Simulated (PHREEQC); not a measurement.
A made-up water analysis in mg/kgw, 25 °C, pH 2.37, pe 11.9:

```json
[
 {"constituent": "Na", "mg/kgw": "42.4"},
 {"constituent": "K", "mg/kgw": "0.228"},
 {"constituent": "Ca", "mg/kgw": "66.2"},
 {"constituent": "Mg", "mg/kgw": "5.8"},
 {"constituent": "Cl", "mg/kgw": "17.6"},
 {"constituent": "S(6) as SO4", "mg/kgw": "670"},
 {"constituent": "N(5) as NO3", "mg/kgw": "0.138"},
 {"constituent": "Cu(2)", "mg/kgw": "1.9"}
]
```

Na is adjusted to close the charge balance.
Valence states are taken as typed.

Equilibrium calculation in PHREEQC: ion-association model, phreeqc.dat.

Precipitation was switched off in this run.

Q: Predict the ionic strength, specific conductance.

A: ionic strength 0.0185 mol/kgw; specific conductance 2630 µS/cm.

Q: In which forms is Mg present?

A: Mg+2 70 %, MgSO4 30 % of the Mg.
